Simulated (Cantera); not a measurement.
Cantera run:

```python
import numpy as np
import cantera as ct

gas_names = """
    Cs CsO CsOH Cs2 Cs2O Cs2O2H2 H HO2 H2 H2O H2O2 O OH O2 O3
""".split()
cond_names = """
    Cs(cr) Cs(L) CsOH(a) CsOH(b) CsOH(c) CsOH(L) H2O(s) H2O(L)
""".split()


# ... load() reads the species with a 1 bar reference pressure and builds the phases ...
atoms = {
    'CsOH': {'Cs': 1, 'O': 1, 'H': 1},
    'H2O': {'H': 2, 'O': 1},
}
top_T = {}  # K; cautious upper limits of use, not melting points


# ... equilibrate(T, P, feed) seeds the gas with the atoms and calls Mixture.equilibrate('TP', solver="vcs", rtol=1e-11, max_steps=5000) ...
results = []
feed = {'CsOH': 1, 'H2O': 0.49}  # mol
P = 500  # Pa
for T in [1800, 1850, 1900, 1950, 2000, 2050, 2100, 2150]:
    mix = equilibrate(T, P, feed)
    results.append((T, P, feed, dict(zip(mix.species_names, mix.species_moles))))

top = {s: max(r[3][s] / sum(r[3][g] for g in gas_names) for r in results) for s in gas_names}
cols = sorted((s for s in top if top[s] > 0.001), key=lambda s: -top[s])[:7]
seen = [c for c in cond_names if any(r[3].get(c, 0) > 1e-12 for r in results)]
print("log10 of partial pressures in bar; condensed amounts in mol")
print(f"{'T/K':>10s}" + "".join(f"{s[:9]:>10s}" for s in cols + seen))
for T, P, feed, n in results:
    ng = sum(n[g] for g in gas_names)
    print(f"{T:10.4g}" + "".join(f"{np.log10(max(n[s] / ng * P / 1e5, 1e-99)):10.3f}" for s in cols)
          + "".join(f"{n.get(c, 0):10.4g}" for c in seen))
```

It prints:

```
log10 of partial pressures in bar; condensed amounts in mol
       T/K      CsOH       H2O        Cs        O2        OH        H2         O
      1800    -2.591    -2.755    -3.284    -3.887    -4.841    -5.080    -5.858
      1850    -2.626    -2.749    -3.185    -3.788    -4.686    -4.927    -5.609
      1900    -2.669    -2.743    -3.098    -3.702    -4.540    -4.777    -5.376
      1950    -2.719    -2.738    -3.024    -3.627    -4.404    -4.632    -5.159
      2000    -2.776    -2.734    -2.960    -3.563    -4.277    -4.492    -4.956
      2050    -2.840    -2.732    -2.906    -3.509    -4.159    -4.357    -4.767
      2100    -2.911    -2.733    -2.862    -3.465    -4.050    -4.227    -4.589
      2150    -2.987    -2.737    -2.826    -3.427    -3.948    -4.105    -4.423
```

Equilibrium computed with Cantera from the NASA thermochemical tables; the gas is ideal and each condensed phase is pure.
